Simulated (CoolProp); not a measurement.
Sulfur dioxide along the isotherm 99.85 °C: density (kg/m³) from the reference equation and from simpler models built on Tc = 157.5 °C, pc = 7887 kPa, ω = 0.256; each cubic takes its own stable root.

Values from CoolProp's reference Helmholtz-energy equation of state, Gao 2016.

| p (kPa) | phase | reference | van der Waals | Soave-Redlich-Kwong |
|---|---|---|---|---|
| 2330 | gas | 60.48 | 56.05 | 59.20 |
| 4670 | liquid | 1128 | 668.3 | 977.6 |
| 7000 | liquid | 1142 | 696.8 | 996.6 |
| 9330 | liquid | 1155 | 717.8 | 1013 |
| 11700 | liquid | 1167 | 734.9 | 1029 |
| 14000 | liquid | 1178 | 748.9 | 1042 |
| 16300 | liquid | 1187 | 761.1 | 1055 |
| 18700 | liquid | 1197 | 772.3 | 1066 |
| 21000 | liquid | 1205 | 781.9 | 1077 |
| 23300 | liquid | 1213 | 790.7 | 1087 |
| 25700 | liquid | 1221 | 799.0 | 1097 |
| 28000 | liquid | 1229 | 806.4 | 1106 |
| 30300 | liquid | 1236 | 813.3 | 1114 |
| 32700 | liquid | 1242 | 819.9 | 1122 |
| 35000 | liquid | 1249 | 825.9 | 1130 |
